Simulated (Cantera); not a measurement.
An isothermal, constant-pressure homogeneous reactor starts with CO : O₂ : H₂O : N₂ = 0.0025 : 0.013 : 0.0014 : 1 (molar parts), equivalence ratio 0.096, at 1425 K and 90.0 Torr.

Computed with Cantera and GRI-Mech 3.0 (53 species, 325 reactions).

Question: Predict: x(CO) at 3.00 s; x(O₂) at 3.00 s; x(H₂O) at 3.00 s; x(HO₂) at 3.00 s; x(H) at 3.00 s; x(NO) at 3.00 s; x(O) at 3.00 s.

Answer: 
| Quantity | Value |
|---|---|
| x(CO) at 3.00 s | 8.00e-7 (gas-phase equilibrium 1.00e-7) |
| x(O₂) at 3.00 s | 0.0116 (gas-phase equilibrium 0.0115) |
| x(H₂O) at 3.00 s | 0.00137 (gas-phase equilibrium 0.00138) |
| x(HO₂) at 3.00 s | 4.69e-9 (gas-phase equilibrium 8.61e-10) |
| x(H) at 3.00 s | 5.63e-8 (gas-phase equilibrium 3.11e-9) |
| x(NO) at 3.00 s | 9.18e-7 (gas-phase equilibrium 0.000218) |
| x(O) at 3.00 s | 3.00e-6 (gas-phase equilibrium 4.32e-7) |
